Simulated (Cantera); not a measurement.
Mixture: 23.3 % H2, 11.7 % O2, 54.8 % N2, 10.3 % H2O, equivalence ratio 1.0, at 100000 Pa, adiabatic and at constant pressure. Ignition delay is the time to a rise of 400 K.

Model: GRI-Mech 3.0 (53 species, 325 reactions), integrated in Cantera. Where the delays flatten at high temperature, the 400 K rule measures the pace of heat release, not the induction time.

Task: Predict: delay at 1123 K; delay at 1173 K; delay at 1223 K; delay at 1273 K; delay at 1323 K; delay at 1373 K.

Result: 
```json
{
 "delay at 1123 K": "0.124 ms",
 "delay at 1173 K": "81.2 µs",
 "delay at 1223 K": "59.4 µs",
 "delay at 1273 K": "46.4 µs",
 "delay at 1323 K": "38.1 µs",
 "delay at 1373 K": "32.6 µs"
}
```
